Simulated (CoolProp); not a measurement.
Aqueous ethanol as a coolant, at -7 °C, 1 atm.

Computed with CoolProp (Melinder's fits for secondary coolants).

```csv
mass %,freezing point (°C),Prandtl number,cp (kJ/(kg K)),viscosity (mPa s),conductivity (W/(m K))
16.9,(withheld),67.1,4.422,6.94,0.457
21,(withheld),81.7,4.362,(withheld),0.436
25.1,-15.5,94.7,4.272,9.22,(withheld)
29.2,(withheld),105,4.161,10.00,0.397
33.3,(withheld),111,4.037,10.4,0.378
37.4,-27.2,(withheld),3.911,10.5,0.360
41.5,-30.9,114,3.788,10.4,0.343
45.6,-34.3,112,3.671,9.96,0.327
49.7,-37.4,(withheld),3.559,9.39,0.311
```

### Question
Complete the blanks.

### Answer

- 16.9, freezing point (°C): -8.7
- 21, freezing point (°C): -11.9
- 21, viscosity (mPa s): 8.17
- 25.1, conductivity (W/(m K)): 0.416
- 29.2, freezing point (°C): -19.4
- 33.3, freezing point (°C): -23.3
- 37.4, Prandtl number: 115
- 49.7, Prandtl number: 107
